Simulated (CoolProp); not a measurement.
Saturation properties of R22 (Tc = 369.3 K, pc = 4990 kPa, ω = 0.221).

Values from CoolProp's reference Helmholtz-energy equation of state, Kamei 1995.

```tsv
T (K)	p (kPa)	liquid density (kg/m³)	vapour Z	surface tension (mN/m)	liquid viscosity (µPa s)	liquid conductivity (mW/(m K))
207.3	26.54	1480	0.9862	22.4	418	126
213.4	38.04	1463	0.9821	21.4	379	123
219.5	53.29	1446	0.9772	20.3	345	120
225.5	72.72	1429	0.9716	19.4	316	117
231.6	97.86	1411	0.9651	18.4	290	114
237.7	129.4	1393	0.9575	17.4	267	111
243.8	168.4	1375	0.9490	16.4	246	109
249.9	216.0	1357	0.9395	15.4	228	106
256	273.4	1338	0.9289	14.4	211	103
262.1	341.8	1318	0.9172	13.5	195	101
268.2	422.5	1298	0.9044	12.6	181	97.8
```

It boils at 232.3 K under 1 atm.

Viscosity comes from a separate model (Bell 2016), an estimate that may be off by 10 % or more. Thermal conductivity comes from a separate model (McLinden 2000), an estimate that may be off by 10 % or more. Surface tension comes from a separate correlation (Mulero 2012).
